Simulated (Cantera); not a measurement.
# Ammonia decomposition in nitride growth gas

A perfectly stirred reactor is fed with 12.3 % NH3, 87.7 % H2, at 100.0 Torr; it is held at 1973 K, and followed from long to short residence time.

Detailed kinetics in Cantera: the gas-phase N/H chemistry of the illustrative SiF4/NH3 mechanism in the Surface Chemkin manual (1991). Walls and surfaces, which speed up NH3 decomposition in real reactors, are not modelled.

| τ (s) | x NH3 | x H2 | x N2H4 | x H | x N2H2 | x N2 | x N |
|---|---|---|---|---|---|---|---|
| 1.0 | 0.0356 | 0.924 | 1.20e-9 | 0.00113 | 1.24e-7 | 0.0390 | 7.29e-7 |
| 0.26 | 0.0757 | 0.902 | 3.22e-9 | 0.000847 | 2.83e-7 | 0.0211 | 6.96e-7 |
| 0.069 | 0.106 | 0.885 | 4.90e-9 | 0.000731 | 4.02e-7 | 0.00761 | 6.59e-7 |
| 0.018 | 0.119 | 0.878 | 5.12e-9 | 0.000662 | 4.00e-7 | 0.00192 | 5.61e-7 |
| 0.0048 | 0.123 | 0.876 | 3.47e-9 | 0.000527 | 2.37e-7 | 0.000291 | 2.96e-7 |
| 0.0013 | 0.123 | 0.876 | 7.29e-10 | 0.000240 | 3.35e-8 | 9.96e-6 | 2.86e-8 |
| 0.00033 | 0.123 | 0.876 | 5.21e-11 | 6.40e-5 | 1.60e-9 | 9.91e-8 | 5.46e-10 |
x: mole fraction; the columns are a selection and need not sum to one.
